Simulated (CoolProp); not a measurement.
Properties of n-dodecane along the isobar 106 bar (Tc = 658.1 K, pc = 18.18 bar, ω = 0.574).

Model: reference Helmholtz-energy equation of state, Lemmon 2004, in CoolProp. It is a short technical equation, of lower accuracy than the large ones.

| T (K) | phase | cp (kJ/(kg K)) | Prandtl number |
|---|---|---|---|
| 450.7 | liquid | 2.766 | 7.83 |
| 468.5 | liquid | 2.833 | 7.30 |
| 486.2 | liquid | 2.898 | 6.83 |
| 504 | liquid | 2.962 | ___ |
| 521.8 | liquid | 3.025 | 6.03 |
| 539.5 | liquid | 3.086 | 5.67 |
| 557.3 | liquid | 3.146 | 5.34 |
| 575.1 | liquid | 3.204 | 5.02 |
| 592.8 | liquid | ___ | ___ |
| 610.6 | liquid | ___ | 4.42 |

Task: Fill in the missing entries.

Result: 
- 504, Prandtl number: 6.41
- 592.8, cp (kJ/(kg K)): 3.259
- 592.8, Prandtl number: 4.71
- 610.6, cp (kJ/(kg K)): 3.313

Viscosity comes from a separate model (Huber 2004). Thermal conductivity comes from a separate model (Huber 2004).
